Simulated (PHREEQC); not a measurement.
Solution (25 °C and 10 atm): 130 mmol/kgw Al2(SO4)3, 0.18 mmol/kgw NaF and 6.3 mmol/kgw NaCl. Closed to the air; pH follows from the charge balance.

Equilibrium calculation in PHREEQC: ion-association model, phreeqc.dat.

This is a speciation only: nothing precipitates in the calculation.

Task: Order these Al species by the share of Al that they hold, largest first: AlSO4+, Al+3, AlOH+2, Al(SO4)2-.

Result: AlSO4+ (60 %), Al(SO4)2- (31 %), Al+3 (8.0 %), AlOH+2 (0.20 %)

The pH is 3.81 and the ionic strength 0.360 mol/kgw. Saturation is exceeded, for instance for Gibbsite (slow to form); the values hold only as long as no solid forms. Fluoro complexes past AlF4- and FeF3 are missing from the database.
